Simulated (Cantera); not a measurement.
A Cantera script and what it prints.

```python
import numpy as np
import cantera as ct

gas_names = """
    F F2 Mg MgF MgF2 MgN Mg2 Mg2F4 N NF NF2 NF3 N2
""".split()
cond_names = """
    Mg(cr) Mg(L) MgF2(s) MgF2(L)
""".split()


# ... load() reads the species with a 1 bar reference pressure and builds the phases ...
atoms = {
    'MgF2': {'Mg': 1, 'F': 2},
    'N2': {'N': 2},
}
top_T = {}  # K; cautious upper limits of use, not melting points


# ... equilibrate(T, P, feed) seeds the gas with the atoms and calls Mixture.equilibrate('TP', solver="vcs", rtol=1e-11, max_steps=5000) ...
results = []
feed = {'MgF2': 1, 'N2': 400}  # mol
T = 1998.15  # K
P = 740  # Pa
mix = equilibrate(T, P, feed)
results.append((T, P, feed, dict(zip(mix.species_names, mix.species_moles))))
x = sorted(zip(gas.X, gas.species_names), reverse=True)
print(f"T = {T:g} K  P = {P:g} Pa  gas = {mix.phase_moles(0):.4g} mol")
print("   x: " + "  ".join(f"{s} {v:.3e}" for v, s in x if v > 0.0001))
print("   condensed (mol): " + ("  ".join(f"{mix.phase(i).name} {mix.phase_moles(i):.4g}"
      for i in range(1, mix.n_phases) if mix.phase_moles(i) > 1e-12) or "none"))
```

Result:

```
T = 1998.15 K  P = 740 Pa  gas = 401 mol
   x: N2 9.975e-01  MgF2 2.450e-03
   condensed (mol): none
```

These are equilibrium values from Cantera (NASA tables, ideal gas, pure condensed phases), not measurements of a reactor.
